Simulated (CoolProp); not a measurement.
Model: reference Helmholtz-energy equation of state, McLinden 2015, in CoolProp.

Q: For the fluoroketone C6F12O (FK-5-1-12), give the phase and the cv (kJ/(kg K)), speed of sound (m/s), Joule-Thomson coefficient (K/MPa) at 99.45 °C and 0.377 MPa; 175.95 °C and 0.377 MPa.

A: 
- 99.45 °C and 0.377 MPa: gas; cv 0.921, speed of sound 85.6, Joule-Thomson coefficient 18.1
- 175.95 °C and 0.377 MPa: gas; cv 0.991, speed of sound 103, Joule-Thomson coefficient 8.39
